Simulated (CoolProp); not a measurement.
Properties of p-xylene at several states.

Values from CoolProp's reference Helmholtz-energy equation of state, Zhou 2012.

```tsv
T (K)	p (bar)	phase	density (kg/m³)	isothermal compressibility (1/MPa)	conductivity (mW/(m K))	Prandtl number	fugacity coefficient
294.3	25.9	liquid	(withheld)	(withheld)	(withheld)	8.60	(withheld)
564.8	0.85	gas	1.945	11.91	37.6	0.676	0.9879
513.1	74.3	liquid	(withheld)	(withheld)	(withheld)	(withheld)	0.1218
```

Question: Fill in the missing entries.

Answer: 
- 294.3, density (kg/m³): 861.9
- 294.3, isothermal compressibility (1/MPa): 0.0008473
- 294.3, conductivity (mW/(m K)): 128
- 294.3, fugacity coefficient: 0.0004132
- 513.1, density (kg/m³): 662.1
- 513.1, isothermal compressibility (1/MPa): 0.004901
- 513.1, conductivity (mW/(m K)): 88.1
- 513.1, Prandtl number: 3.49

Viscosity comes from a separate model (Balogun 2015). Thermal conductivity comes from a separate model (Mylona 2014).
